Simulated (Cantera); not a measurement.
Input: 1 mol Si2H6, a varied amount of NO, held at 623.15 K and 32.0 mbar.

These are equilibrium values from Cantera (NASA tables, ideal gas, pure condensed phases), not measurements of a reactor. Candidate condensed phases: H2O, Si, SiO2, Si2N2O, Si3N4; 35 gas species. The feed counts by its element totals alone. Rates play no part.

x: gas mole fraction; n: condensed amount in mol.

| n(NO) (mol) | x H2 | x N2 | x H2O | x O2 | n Si(s) | n SiO2(α-quartz) | n Si2N2O(s) |
|---|---|---|---|---|---|---|---|
| 0.37 | 1.00 | <1e-12 | <1e-12 | <1e-12 | 1.54 | 0.0925 | … |
| 0.52 | 1.00 | <1e-12 | <1e-12 | <1e-12 | 1.35 | 0.130 | … |
| 0.71 | 1.00 | <1e-12 | <1e-12 | <1e-12 | 1.11 | 0.177 | … |
| 0.98 | 1.00 | <1e-12 | <1e-12 | <1e-12 | 0.775 | 0.245 | … |
| 1.4 | 1.00 | <1e-12 | <1e-12 | <1e-12 | 0.250 | 0.350 | 0.700 |
| 1.9 | 0.923 | 0.0768 | 7.43e-7 | <1e-12 | 0 | 0.600 | 0.700 |
| 2.6 | 0.782 | 0.217 | 8.91e-7 | <1e-12 | 0 | 1.07 | … |
| 3.5 | 0.654 | 0.345 | 8.69e-7 | <1e-12 | 0 | 1.67 | … |
| 4.9 | 0.385 | 0.450 | 0.165 | <1e-12 | 0 | 2.00 | 0 |
| 6.7 | 0.0472 | 0.528 | 0.425 | <1e-12 | 0 | 2.00 | 0 |
| 9.3 | <1e-12 | 0.528 | 0.341 | 0.131 | 0 | 2.00 | 0 |
| 13 | <1e-12 | 0.520 | 0.240 | 0.240 | 0 | 2.00 | 0 |
| 18 | <1e-12 | 0.514 | 0.171 | 0.314 | 0 | 2.00 | 0 |

What belongs in the gaps?


- 0.37, n Si2N2O(s): 0.185
- 0.52, n Si2N2O(s): 0.260
- 0.71, n Si2N2O(s): 0.355
- 0.98, n Si2N2O(s): 0.490
- 2.6, n Si2N2O(s): 0.467
- 3.5, n Si2N2O(s): 0.167
